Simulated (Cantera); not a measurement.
## MgCO₃ + SO₃ + O₂ (roasting and sulfation)

A closed system holds: 1 mol MgCO₃, 0.06 mol SO₃, 0.14 mol O₂, at 0.230 bar.

Equilibrium computed with Cantera from the NASA thermochemical tables; the gas is ideal and each condensed phase is pure. Candidate condensed phases: C, Mg, MgCO₃, MgO, MgS, MgSO₄, S; 26 gas species. Rates play no part.

```tsv
T (°C)	x CO₂	x O₂	x SO₂	x CO	x SO₃	x O	x SO	n MgO(s)
952	0.814	0.137	0.0471	1.42e-7	0.00177	3.25e-8	4.04e-10	1.00
1027	0.813	0.138	0.0478	6.99e-7	0.00104	1.37e-7	2.27e-9	1.00
1102	0.813	0.138	0.0482	2.89e-6	0.000644	4.93e-7	1.05e-8	1.00
1177	0.813	0.138	0.0484	1.03e-5	0.000420	1.56e-6	4.14e-8	1.00
1252	0.813	0.138	0.0485	3.23e-5	0.000285	4.39e-6	1.42e-7	1.00
1327	0.813	0.138	0.0486	9.09e-5	0.000201	1.12e-5	4.34e-7	1.00
1402	0.813	0.138	0.0486	0.000233	0.000146	2.65e-5	1.20e-6	1.00
1477	0.812	0.138	0.0487	0.000550	0.000109	5.80e-5	3.04e-6	1.00
1552	0.811	0.139	0.0487	0.00121	8.38e-5	0.000119	7.11e-6	1.00
1627	0.809	0.139	0.0486	0.00248	6.57e-5	0.000232	1.56e-5	1.00
```
x: gas mole fraction; n: condensed amount in mol.

From 952 °C to 1627 °C the condensed part is MgO(s).
